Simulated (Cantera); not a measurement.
What does this Cantera script print?

```python
import numpy as np
import cantera as ct

gas = ct.Solution("h2o2.yaml")
gas.TPX = 1473, 650, {'H2': 0.19, 'O2': 1}
reactor = ct.IdealGasConstPressureReactor(gas, energy="off", clone=False)
net = ct.ReactorNet([reactor])
net.rtol, net.atol = 1e-08, 1e-18
show = ['H2', 'O2', 'H', 'H2O2', 'O', 'OH']
times = np.geomspace(0.0001, 3, 10)

steps = ct.SolutionArray(gas, extra=["t"])
rows = []
print(f"{'t/s':>10s}{'T/K':>9s}{'P/Pa':>11s}" + "".join(f"{s:>11s}" for s in show))
for t in times:
    while net.time < t:
        t_next = net.step()
        steps.append(gas.state, t=t_next)
    rows.append([np.interp(t, steps.t, y) for y in (steps.T, steps.P, *steps(*show).X.T)])
    print(f"{t:10.3e}{rows[-1][0]:9.1f}{rows[-1][1]:11.4g}" + "".join(f"{x:11.3e}" for x in rows[-1][2:]))
rate = np.gradient(steps.T, steps.t)
print("integrator steps:", len(steps.t))
if steps.T.max() > steps.T[0] + 200:
    print(f"time of steepest temperature rise: {steps.t[rate.argmax()]:.4e} s")
gas.TPX = 1473, 650, {'H2': 0.19, 'O2': 1}
gas.equilibrate("TP")
print(f"equilibrium (TP): T = {gas.T:.1f} K  " + "  ".join(f"{s} {gas[s].X[0]:.3e}" for s in show))
```

Result:

```
       t/s      T/K       P/Pa         H2         O2          H       H2O2          O         OH
 1.000e-04   1473.0        650  1.597e-01  8.403e-01  4.216e-07  8.761e-10  3.207e-07  2.836e-07
 3.144e-04   1473.0        650  1.596e-01  8.403e-01  1.067e-05  7.995e-09  9.877e-06  8.510e-06
 9.884e-04   1473.0        650  5.177e-02  7.676e-01  3.505e-02  8.550e-08  4.371e-02  2.299e-02
 3.107e-03   1473.0        650  6.892e-03  7.275e-01  3.746e-02  6.304e-08  8.496e-02  1.778e-02
 9.769e-03   1473.0        650  6.652e-03  7.321e-01  3.499e-02  6.342e-08  8.103e-02  1.753e-02
 3.071e-02   1473.0        650  5.917e-03  7.452e-01  2.818e-02  6.398e-08  6.981e-02  1.668e-02
 9.655e-02   1473.0        650  3.977e-03  7.750e-01  1.428e-02  6.127e-08  4.401e-02  1.394e-02
 3.035e-01   1473.0        650  1.263e-03  8.100e-01  2.352e-03  4.196e-08  1.316e-02  8.027e-03
 9.543e-01   1473.0        650  1.797e-04  8.234e-01  1.227e-04  1.661e-08  1.835e-03  3.053e-03
 3.000e+00   1473.0        650  2.421e-05  8.257e-01  6.031e-06  5.413e-09  2.460e-04  1.123e-03
integrator steps: 1223
equilibrium (TP): T = 1473.0 K  H2 3.118e-06  O2 8.263e-01  H 2.790e-07  H2O2 2.251e-09  O 3.167e-05  OH 4.033e-04
```

Cantera simulation using the H2/O2 subset of GRI-Mech 3.0, which has no nitrogen chemistry; the numbers are that mechanism's predictions, not measurements. Radical loss at walls, strong at low pressure, is not modelled. The temperature is held fixed by assumption; the heat of reaction is taken as removed at once.
